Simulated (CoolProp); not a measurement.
A single-stage vapour-compression cycle with R1336mzz(Z): evaporating at 258.15 K (dew point), condensing at 303.15 K (bubble point), superheat 10 K, subcooling 8 K, compressor efficiency 0.6, no pressure losses. Each further row changes one setting.

The numbers come from the reference Helmholtz-energy equation of state, McLinden 2020 in CoolProp.

| case | cooling COP | pressure ratio | discharge temperature (K) | refrigerating effect (kJ/kg) | volumetric capacity (kJ/m³) |
|---|---|---|---|---|---|
| as stated | … | 7.85 | 328.3 | 150 | 126 |
| evaporating temperature 263.15 K | 3.60 | … | 325.8 | 154 | 167 |
| condensing temperature 298.15 K | 3.54 | 6.48 | 322.7 | 156 | 132 |
| subcooling 13 K | … | 7.85 | 328.3 | 156 | 132 |
| superheat 20 K | 3.11 | 7.85 | 338.8 | 158 | 128 |
| compressor efficiency 0.5 | 2.56 | 7.85 | 338.8 | 150 | 126 |

**Question.** What belongs in the gaps?

**Answer.** 
- as stated, cooling COP: 3.07
- evaporating temperature 263.15 K, pressure ratio: 5.98
- subcooling 13 K, cooling COP: 3.19
